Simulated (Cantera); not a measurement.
Input: 1 mol BF3, 0.52 mol NH3, held at 1350 K and 14.0 Pa.

Cantera equilibrium calculation (NASA polynomials, part measured and part estimated; ideal gas, pure solids and liquids). Candidate condensed phases: B, BN; 31 gas species. The tables' values for BF2 are old estimates; treat these amounts as uncertain. The numbers say what is thermodynamically allowed, not how fast it happens.

Base state: BF3 0.476, H2 0.367, N2 0.123, HF 0.0282, BF2 0.00417, BHF2 0.00160, BF 0.000188, H 0.000122 (mole fractions); condensed: BN(s).

What changes in the equilibrium state with this change: BF3 replaced by borazine?


```tsv
species	before	after
H2	0.367	0.935
N2	0.123	0.0644
H	0.000122	0.000195
BF3	0.476	0
HF	0.0282	0
BF2	0.00417	0
BHF2	0.00160	0
BF	0.000188	0
BN(s), mol	0.0150	3.00
```
The feed counts by its element totals alone.
